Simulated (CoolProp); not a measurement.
n-pentane along the isobar 1.95 MPa: density (kg/m³) from the reference equation and from simpler models built on Tc = 196.5 °C, pc = 3.368 MPa, ω = 0.251; each cubic takes its own stable root.

Model: reference Helmholtz-energy equation of state, Thol 2019, in CoolProp.

```tsv
T (°C)	phase	reference
98.15	liquid	543.7
109.85	liquid	528.4
121.45	liquid	512.1
133.15	liquid	493.9
144.85	liquid	473.4
156.55	liquid	448.9
168.15	gas	57.25
179.85	gas	52.23
191.55	gas	48.57
203.25	gas	45.68
214.85	gas	43.32
226.55	gas	41.29
238.25	gas	39.53
249.95	gas	37.98
261.55	gas	36.60
273.25	gas	35.35
```

### Question
How far does each simpler model (van der Waals, Peng-Robinson) lie from the reference over these 16 states: mean and median of the absolute difference, and the worst?

### Answer
- van der Waals: mean 22.7 %, median 5.5 %, worst -87.8 % at 156.55 °C and 1.95 MPa
- Peng-Robinson: mean 1.9 %, median 1.8 %, worst -5.1 % at 156.55 °C and 1.95 MPa

At some of these states van der Waals gives the other phase, because its saturation line lies elsewhere.
